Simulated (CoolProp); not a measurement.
Vapour-liquid equilibrium of diethyl ether (1) + methanol (2) at 158.45 °C; x and y are mole fractions of (1).

Values from CoolProp's multi-fluid Helmholtz-energy mixture model, Thol 2014 and de Reuck 1993; pair parameters Bell 2016.

| x | bubble pressure, mixture model (MPa) | bubble pressure, Raoult's law (MPa) | y, mixture model | y, Raoult's law |
|---|---|---|---|---|
| 0.05 | 1.802 | 1.717 | 0.089 | 0.060 |
| 0.125 | 1.933 | 1.744 | 0.196 | 0.148 |
| 0.2 | 2.038 | 1.772 | 0.281 | 0.233 |
| 0.275 | 2.121 | 1.799 | 0.353 | 0.316 |
| 0.35 | 2.184 | 1.827 | 0.416 | 0.396 |
| 0.425 | 2.231 | 1.854 | 0.475 | 0.473 |
| 0.5 | 2.263 | 1.882 | 0.531 | 0.549 |
| 0.575 | 2.281 | 1.909 | 0.588 | 0.622 |
| 0.65 | 2.285 | 1.937 | 0.646 | 0.693 |
| 0.725 | 2.273 | 1.965 | 0.709 | 0.762 |
| 0.8 | 2.244 | 1.992 | 0.776 | 0.829 |
| 0.875 | 2.196 | 2.020 | 0.851 | 0.895 |
| 0.95 | 2.126 | 2.047 | 0.936 | 0.959 |

The largest gap from Raoult's law is +20.3 % in bubble pressure, at x = 0.425. y crosses x between x = 0.575 and 0.65: the model has an azeotrope there.

The pair parameters rest on a limited set of measurements; away from them the model extrapolates.
